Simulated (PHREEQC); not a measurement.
1 kg of water holding 0.09 mol NaCl, 0.37 mol K2SO4 and 0.02 mol Na2SO4 is evaporated at 25 °C; the solids stay in contact with the brine. The system is closed to CO2. Only these solids could form: Arcanite, Glaserite, Halite, Mirabilite, Misenite, Sylvite, Thenardite.

The numbers come from PHREEQC with the Pitzer model, pitzer.dat.

```tsv
water left (kg)	ionic strength	water activity	Arcanite (mol)	Glaserite (mol)	Sylvite (mol)	Cl in solution (mol/kgw)
1	1.26	0.983	0	0	0	0.0900
0.5552	2.27	0.970	0.000169	0	0	0.162
0.375	2.44	0.967	0.115	0	0	0.240
0.2082	2.85	0.959	0.222	0	0	0.432
0.1156	3.55	0.944	0.283	0	0	0.778
0.06418	3.72	0.928	0.249	0.0457	0	1.40
0.04335	3.87	0.911	0.227	0.0683	0	2.08
0.02407	4.75	0.861	0.209	0.0866	0	3.74
0.01337	6.08	0.801	0.188	0.0999	0.0163	5.51
0.00903	6.08	0.801	0.169	0.110	0.0402	5.51
0.005012	6.08	0.801	0.152	0.119	0.0624	5.51
```

Arcanite from water left = 0.5552 kg; Glaserite from water left = 0.09502 kg; Sylvite from water left = 0.01627 kg.
